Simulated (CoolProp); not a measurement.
Model: reference Helmholtz-energy equation of state, Lemmon 2006, in CoolProp. It is a short technical equation, of lower accuracy than the large ones.

### Question
Give the vapour pressure (MPa), liquid density (kg/m³), liquid cp (kJ/(kg K)), vapour Z of saturated CH3F (R41) at 174.1, 219.9, 226.4 K.

### Answer
```tsv
T (K)	p (MPa)	liquid density (kg/m³)	liquid cp (kJ/(kg K))	vapour Z
174.1	0.0278	923	2.06	0.981
219.9	0.340	826	2.13	0.910
226.4	0.443	811	2.16	0.894
```
